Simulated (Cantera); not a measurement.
A Cantera script and what it prints.

```python
import numpy as np
import cantera as ct

gas_names = [...]  # 110 gases of nasa_gas.yaml made of C, H, N
cond_names = """
    C(gr) C6H6(L) C7H8(L) C8H18(L),n-octa
""".split()


# ... load() reads the species with a 1 bar reference pressure and builds the phases ...
atoms = {
    'C2H6': {'C': 2, 'H': 6},
    'NH3': {'N': 1, 'H': 3},
    'N2': {'N': 2},
}
top_T = {'C(gr)': 4500}  # K; cautious upper limits of use, not melting points


# ... equilibrate(T, P, feed) seeds the gas with the atoms and calls Mixture.equilibrate('TP', solver="vcs", rtol=1e-11, max_steps=5000) ...
results = []
feed = {'C2H6': 1, 'NH3': 0.48, 'N2': 2.8}  # mol
P = 530  # Pa
for T in [2500, 2750, 3000, 3250, 3500, 3750, 4000, 4250, 4500, 4750, 5000]:
    mix = equilibrate(T, P, feed)
    results.append((T, P, feed, dict(zip(mix.species_names, mix.species_moles))))

top = {s: max(r[3][s] / sum(r[3][g] for g in gas_names) for r in results) for s in gas_names}
cols = sorted((s for s in top if top[s] > 0.0001), key=lambda s: -top[s])[:6]
seen = [c for c in cond_names if any(r[3].get(c, 0) > 1e-12 for r in results)]
print("log10 of partial pressures in bar; condensed amounts in mol")
print(f"{'T/K':>10s}" + "".join(f"{s[:9]:>10s}" for s in cols + seen))
for T, P, feed, n in results:
    ng = sum(n[g] for g in gas_names)
    print(f"{T:10.4g}" + "".join(f"{np.log10(max(n[s] / ng * P / 1e5, 1e-99)):10.3f}" for s in cols)
          + "".join(f"{n.get(c, 0):10.4g}" for c in seen))
```

Output:

```
log10 of partial pressures in bar; condensed amounts in mol
       T/K         H        N2        H2         N         C        C3     C(gr)
      2500    -2.954    -2.688    -2.709    -7.878    -6.779    -6.304     1.701
      2750    -2.655    -2.756    -2.980    -6.997    -5.423    -4.773     1.417
      3000    -2.531    -2.840    -3.458    -6.276    -4.361    -3.704         0
      3250    -2.485    -2.872    -3.984    -5.645    -3.800    -3.812         0
      3500    -2.484    -2.895    -4.511    -5.102    -3.409    -4.180         0
      3750    -2.493    -2.907    -4.987    -4.627    -3.211    -4.921         0
      4000    -2.498    -2.913    -5.402    -4.208    -3.140    -5.876         0
      4250    -2.504    -2.928    -5.768    -3.842    -3.113    -6.829         0
      4500    -2.511    -2.962    -6.100    -3.527    -3.105    -7.721         0
      4750    -2.522    -3.026    -6.406    -3.261    -3.108    -8.550         0
      5000    -2.538    -3.137    -6.693    -3.048    -3.118    -9.320         0
```

Equilibrium computed with Cantera from the NASA thermochemical tables; the gas is ideal and each condensed phase is pure.
